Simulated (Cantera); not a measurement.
An adiabatic, constant-pressure homogeneous reactor starts with CH4 : O2 : N2 = 1 : 1.18 : 4.42 (molar parts), equivalence ratio 1.7, at 1100 K and 3750 Torr. Integrator tolerance rtol = 1e-08.

Model: GRI-Mech 3.0 (53 species, 325 reactions), integrated in Cantera.

**Question.** What does this change do: initial temperature 1100 to 1550 K?

**Answer.** 
```tsv
quantity	before	after
time of steepest temperature rise	51.9 ms	0.264 ms
temperature at 0.400 s	2387 K	2734 K
equilibrium temperature	2387 K	2734 K
x(CH4) at 0.400 s	1.24e-10 (gas-phase equilibrium 1.40e-10)	2.94e-11 (gas-phase equilibrium 3.33e-11)
x(O2) at 0.400 s	4.49e-6 (gas-phase equilibrium 4.49e-6)	0.000117 (gas-phase equilibrium 0.000117)
x(CO2) at 0.400 s	0.0260 (gas-phase equilibrium 0.0260)	0.0233 (gas-phase equilibrium 0.0233)
x(NO2) at 0.400 s	7.83e-10 (gas-phase equilibrium 7.83e-10)	2.58e-8 (gas-phase equilibrium 2.58e-8)
x(N2O) at 0.400 s	8.12e-9 (gas-phase equilibrium 8.12e-9)	7.44e-8 (gas-phase equilibrium 7.44e-8)
```
